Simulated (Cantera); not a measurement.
Input: 1 mol MgF₂, 0.76 mol HF, 3.9 mol H₂, equilibrated at 0.0980 bar.

Method: chemical equilibrium by Gibbs-energy minimisation in Cantera with the NASA 1993 tables (ideal gas, pure condensed phases). Candidate condensed phases: Mg, MgF₂; 17 gas species. The numbers say what is thermodynamically allowed, not how fast it happens. All values below are at 1425 °C.

Base state: H₂ 0.826, HF 0.162, MgF₂ 0.0113, H 0.000420, MgF 0.000186, Mg 9.67e-5 (mole fractions); condensed: MgF₂(l).

Task: What changes in the equilibrium state with this change: pressure from 0.0980 bar to 2.00e-5 bar?

Result: 
```
species         before    after
------------  --------  -------
H₂               0.826    0.463
HF               0.162    0.362
Mg             9.67e-5    0.118
H             0.000420   0.0220
MgF₂            0.0113   0.0252
MgF           0.000186  0.00973
MgF₂(l), mol     0.945        0
```
